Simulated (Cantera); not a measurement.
Charge: 1 mol borazine, 0.63 mol O2, 2.6 mol N2, held at 1350 °C and 0.100 bar.

Cantera equilibrium calculation (NASA polynomials, part measured and part estimated; ideal gas, pure solids and liquids). Candidate condensed phases: B, BN, B2O3, B3O3H3, H2O; 39 gas species. The feed counts by its element totals alone. Mutual solubility and eutectic melting of coexisting phases are not modelled. Gases not in the tables: H3BO3. Equilibrium is a limit: real reactors are often held back by kinetics, nucleation or transport.

Base state: N2 0.497, H2 0.488, HBO2 0.00760, HBO 0.00309, B2O3 0.00220, H2O 0.00133, H 0.000153, B2O2 0.000107 (mole fractions); condensed: BN(s) + B2O3(l).

**Question.** What changes in the equilibrium state with this change: temperature from 1350 °C to 1975 °C?

**Answer.** 
```
species         before     after
------------  --------  --------
N2               0.497     0.460
H2               0.488     0.382
HBO            0.00309    0.0761
BO             2.13e-5    0.0334
B2O2          0.000107    0.0297
H             0.000153    0.0144
B2O              <1e-9  0.000224
B                <1e-9   1.37e-5
BH2            2.36e-8  0.000166
H2O            0.00133   6.89e-5
HBO2           0.00760   0.00115
BN(s), mol        2.17      1.77
B2O3(l), mol     0.367         0
```
The tables' values for BH2 are old estimates; treat these amounts as uncertain.
